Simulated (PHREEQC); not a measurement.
A column of 0.2 m (30 cells, dispersivity 0.016 m, 3600 s a shift, diffusion coefficient 3e-10 m²/s) holds 0.0037 eq of the database's cation exchanger X per kg of pore water, first in equilibrium with 12 mmol/kgw KBr and 0.01 mmol/kgw HCl. It is flushed with 2.1 mmol/kgw MgSO4 and 0.01 mmol/kgw HCl, at 25 °C. Values are for the last cell. The system is closed to CO2. No solid was allowed to form.

Base run: PHREEQC, ion-association model, phreeqc.dat. Each further column changes one thing. The table gives Mg in solution (mol/kgw).

```
pore volumes      base  exchange capacity from 0.0037 to 0.0019 eq/kgw  dispersivity from 0.016 to 0.032 m
------------  --------  ----------------------------------------------  ----------------------------------
0                    0                                               0                                   0
0.4167        7.48e-11                                             ___                             5.27e-8
0.6833         4.24e-8                                         8.65e-6                             2.96e-6
1.083          1.54e-6                                             ___                                 ___
1.483         0.000193                                         0.00129                            0.000629
1.883          0.00129                                         0.00180                                 ___
2.15           0.00168                                         0.00195                                 ___
2.55           0.00195                                         0.00205                             0.00181
2.95           0.00205                                         0.00208                             0.00195
3.35           0.00208                                         0.00210                                 ___
3.617          0.00209                                         0.00210                             0.00205
4.017          0.00210                                         0.00210                             0.00207
```

Q: What belongs in the gaps?

A: 
- 0.4167, exchange capacity from 0.0037 to 0.0019 eq/kgw: 4.39e-8
- 1.083, exchange capacity from 0.0037 to 0.0019 eq/kgw: 0.000364
- 1.083, dispersivity from 0.016 to 0.032 m: 7.18e-5
- 1.883, dispersivity from 0.016 to 0.032 m: 0.00127
- 2.15, dispersivity from 0.016 to 0.032 m: 0.00156
- 3.35, dispersivity from 0.016 to 0.032 m: 0.00202
